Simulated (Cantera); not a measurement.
Equilibrium for silicon oxide and oxynitride deposition: Si2H6 + O2

Input: 1 mol Si2H6, 0.1 mol O2, at 190 Pa.

These are equilibrium values from Cantera (NASA tables, ideal gas, pure condensed phases), not measurements of a reactor. Candidate condensed phases: H2O, Si, SiO2; 18 gas species. The feed counts by its element totals alone. Mutual solubility and eutectic melting of coexisting phases are not modelled. The tables hold silica as quartz up to 1696 K and as liquid above; real silica turns to tridymite and cristobalite and melts near 1996 K. Gases not in the tables: Si2H6 and higher silanes. Kinetics and transport are ignored.

```csv
T (K),x H2,x SiO,x H,x Si,x SiH,x Si2,x SiH2,n Si(s),n SiO2(α-quartz),n SiO2(β-quartz),n Si(l)
523,1.00,<1e-12,<1e-12,<1e-12,<1e-12,<1e-12,<1e-12,1.90,0.100,0,0
723,1.00,<1e-12,1.94e-12,<1e-12,<1e-12,<1e-12,<1e-12,1.90,0.100,0,0
923,1.00,8.37e-9,5.61e-9,<1e-12,<1e-12,<1e-12,8.30e-12,1.90,0,0.100,0
1123,1.000,2.63e-5,9.77e-7,3.39e-11,3.75e-11,<1e-12,2.26e-9,1.90,0,0.1000,0
1323,0.993,0.00696,3.63e-5,4.67e-8,1.49e-8,1.42e-11,1.12e-7,1.89,0,0.0895,0
1523,0.937,0.0625,0.000513,9.49e-6,1.17e-6,1.43e-8,1.88e-6,1.80,0,0,0
1723,0.933,0.0623,0.00404,0.000518,3.13e-5,2.45e-6,1.58e-5,0,0,0,1.80
1923,0.909,0.0613,0.0206,0.00893,0.000304,7.63e-5,6.12e-5,0,0,0,1.77
```
x: gas mole fraction; n: condensed amount in mol.

From 523 K to 723 K the condensed part is Si(s) + SiO2(α-quartz). From 923 K to 1323 K the condensed part is Si(s) + SiO2(β-quartz). At 1523 K the condensed part is Si(s). From 1723 K to 1923 K the condensed part is Si(l).
